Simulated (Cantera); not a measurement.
A closed system holds: 1 mol Al, 6.5 mol Cl2, 7.5 mol N2, equilibrated at 6.20 Pa.

These are equilibrium values from Cantera (NASA tables, ideal gas, pure condensed phases), not measurements of a reactor. Candidate condensed phases: Al, AlCl3, AlN; 11 gas species. The numbers say what is thermodynamically allowed, not how fast it happens.

log p: log10 of the partial pressure in bar; nothing condenses.

| T (K) | log p N2 | log p Cl2 | log p AlCl3 | log p Al2Cl6 | log p Cl |
|---|---|---|---|---|---|
| 473 | -4.45 | -4.63 | -5.89 | -5.77 | -12.88 |
| 548 | -4.46 | -4.64 | -5.38 | -6.62 | -11.04 |
| 623 | -4.46 | -4.64 | -5.34 | ___ | ___ |
| 698 | -4.46 | -4.64 | -5.34 | ___ | ___ |
| 773 | -4.46 | -4.64 | -5.34 | -9.88 | -7.63 |
| 848 | -4.46 | -4.64 | -5.34 | -10.59 | -6.89 |
| 923 | -4.46 | -4.65 | -5.34 | -11.18 | -6.27 |

Task: Some entries are withheld; supply them.

Result: 
- 698, log p Al2Cl6: -9.01
- 698, log p Cl: -8.53
- 623, log p Al2Cl6: -7.93
- 623, log p Cl: -9.63
